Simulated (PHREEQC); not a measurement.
## Acid rinse or clean: speciation

Make-up at 55 °C: 0.013 mol/kgw HNO3, 0.00031 mol/kgw CuSO4 and 0.14 mol/kgw MnSO4. Closed to the air; pH follows from the charge balance.

The numbers come from PHREEQC with the ion-association model, phreeqc.dat.

This is a speciation only: nothing precipitates in the calculation.

Question: Estimate the pH, specific conductance, ionic strength.

Answer: pH 2.60; specific conductance 19500 µS/cm; ionic strength 0.257 mol/kgw.

Question: In which forms is S present?

Answer: MnSO4 53 %, SO4-2 40 %, HSO4- 7.0 % of the S.

At this temperature some constants are extrapolated from 25 °C, and those without enthalpy data are left unchanged.
